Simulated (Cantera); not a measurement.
Feed: 1 mol SiHCl3, 0.032 mol HCl, 49 mol H2, held at 2200 °C and 48.8 Torr.

Equilibrium computed with Cantera from the NASA thermochemical tables; the gas is ideal and each condensed phase is pure. Candidate condensed phases: Si; 19 gas species. The tables' values for SiCl are old estimates; treat these amounts as uncertain. Gases not in the tables: Si2H6 and higher silanes. Rates play no part.

Base state: H2 0.848, H 0.0806, HCl 0.0495, Si 0.0150, Cl 0.00333, SiCl2 0.00110, SiH 0.000971, SiCl 0.000963 (mole fractions); condensed: gas only.

**Question.** What changes in the equilibrium state with this change: H2 from 49 to 3.6 mol?

**Answer.** 
```json
[
 {"species": "H2", "before": "0.848", "after": "0.514"},
 {"species": "HCl", "before": "0.0495", "after": "0.242"},
 {"species": "SiCl2", "before": "0.00110", "after": "0.106"},
 {"species": "SiCl", "before": "0.000963", "after": "0.0149"},
 {"species": "Cl", "before": "0.00333", "after": "0.0209"},
 {"species": "Si", "before": "0.0150", "after": "0.0369"},
 {"species": "H", "before": "0.0806", "after": "0.0627"},
 {"species": "SiCl3", "before": "9.11e-7", "after": "0.000554"},
 {"species": "Si3", "before": "4.28e-6", "after": "6.36e-5"}
]
```
The tables' values for SiCl, SiCl3 are old estimates; treat these amounts as uncertain.

**Question.** What changes in the equilibrium state with this change: temperature from 2200 °C to 752 °C?

**Answer.** 
```json
[
 {"species": "H2", "before": "0.848", "after": "0.972"},
 {"species": "HCl", "before": "0.0495", "after": "0.0152"},
 {"species": "SiCl4", "before": "<1e-9", "after": "0.00751"},
 {"species": "H", "before": "0.0806", "after": "1.68e-8"},
 {"species": "Si", "before": "0.0150", "after": "<1e-9"},
 {"species": "Cl", "before": "0.00333", "after": "<1e-9"},
 {"species": "SiH", "before": "0.000971", "after": "<1e-9"},
 {"species": "SiCl", "before": "0.000963", "after": "<1e-9"},
 {"species": "Si(s), mol", "before": "0", "after": "0.360"}
]
```
The tables' values for SiCl3 are old estimates; treat these amounts as uncertain.

**Question.** What changes in the equilibrium state with this change: pressure from 48.8 Torr to 7.50 Torr?

**Answer.** 
| species | before | after |
|---|---|---|
| H2 | 0.848 | 0.739 |
| H | 0.0806 | 0.192 |
| HCl | 0.0495 | 0.0437 |
| Si | 0.0150 | 0.0163 |
| SiH2 | 0.000198 | 2.89e-5 |
| SiCl2 | 0.00110 | 0.000164 |
| Si2 | 9.71e-5 | 1.76e-5 |
